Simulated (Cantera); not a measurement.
A closed system holds: 1 mol SiH₄, 0.96 mol N₂, at 100 Torr.

Method: chemical equilibrium by Gibbs-energy minimisation in Cantera with the NASA 1993 tables (ideal gas, pure condensed phases). Candidate condensed phases: Si, Si₃N₄; 18 gas species. N₂ is the only nitrogen source here; it is nearly inert below about 1500 K, so the nitride shown seldom forms there in practice. Mutual solubility and eutectic melting of coexisting phases are not modelled. The tables' values for SiN are old estimates; treat these amounts as uncertain. Gases not in the tables: Si₂H₆ and higher silanes. Equilibrium is a limit: real reactors are often held back by kinetics, nucleation or transport.

x: gas mole fraction; n: condensed amount in mol.

```tsv
T (K)	x H₂	x N₂	x H	x Si	n Si₃N₄(s)	n Si(l)
1048	0.872	0.128	1.98e-8	<1e-12	0.333	0
1148	0.872	0.128	1.83e-7	<1e-12	0.333	0
1248	0.872	0.128	1.19e-6	<1e-12	0.333	0
1348	0.872	0.128	?	?	0.333	0
1448	0.872	0.128	2.36e-5	2.14e-10	0.333	0
1548	0.872	0.128	7.88e-5	8.67e-9	0.333	0
1648	0.872	0.128	?	?	0.333	0
1748	0.872	0.128	0.000584	3.92e-6	0.333	0
1848	0.857	0.142	0.00134	4.71e-5	0.315	0.0548
1948	0.673	0.324	0.00254	0.000174	0	0.999
2048	0.671	0.323	0.00502	0.000567	0	0.997
```

### Question
Complete the blanks.

### Answer

- 1348, x H: 5.92e-6
- 1348, x Si: 3.01e-12
- 1648, x H: 0.000228
- 1648, x Si: 2.23e-7
